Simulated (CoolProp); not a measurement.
Vapour-liquid equilibrium of p-xylene (1) + n-decane (2) at 548.1 K; x and y are mole fractions of (1).

The numbers come from the multi-fluid Helmholtz-energy mixture model, Zhou 2012 and Lemmon 2006; pair parameters Bell 2016 in CoolProp.

```csv
x,"bubble pressure, mixture model (MPa)","bubble pressure, Raoult's law (MPa)","y, mixture model","y, Raoult's law"
0.05,0.7990,0.8006,0.076,0.090
0.2,0.8959,0.9017,0.279,0.320
0.35,0.9942,1.003,0.452,0.503
0.5,1.094,1.104,0.603,0.653
0.65,1.195,1.205,0.736,0.777
0.8,1.299,1.306,0.856,0.883
0.95,1.405,1.407,0.966,0.973
```

The largest gap from Raoult's law is -0.9 % in bubble pressure, at x = 0.5. No azeotrope shows between x = 0.05 and 0.95.

Pair parameters are fitted to limited data, so mixtures are less certain than the pure fluids.
